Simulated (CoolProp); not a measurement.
Vapour-liquid equilibrium of R1234yf (1) + isobutane (2) at 191.2 K; x and y are mole fractions of (1).

The numbers come from the multi-fluid Helmholtz-energy mixture model, Lemmon 2022 and Bücker 2006; pair parameters Bell 2016 in CoolProp.

```tsv
x	bubble pressure, mixture model (MPa)	bubble pressure, Raoult's law (MPa)	y, mixture model	y, Raoult's law
0.05	0.003094	0.002080	0.399	0.112
0.125	0.004088	0.002285	0.569	0.256
0.2	0.004586	0.002490	0.631	0.376
0.275	0.004829	0.002695	0.660	0.477
0.35	0.004947	0.002900	0.675	0.564
0.425	0.005010	0.003105	0.684	0.640
0.5	0.005053	0.003310	0.692	0.706
0.575	0.005090	0.003515	0.702	0.765
0.65	0.005123	0.003720	0.716	0.817
0.725	0.005144	0.003925	0.738	0.864
0.8	0.005135	0.004129	0.773	0.906
0.875	0.005064	0.004334	0.826	0.944
0.95	0.004886	0.004539	0.913	0.979
```

The largest gap from Raoult's law is +84.2 % in bubble pressure, at x = 0.2. y crosses x between x = 0.725 and 0.8: the model has an azeotrope there.

The pair parameters rest on a limited set of measurements; away from them the model extrapolates. With so large a gap from Raoult's law the liquid may split in two, which this calculation doesn't test in full.
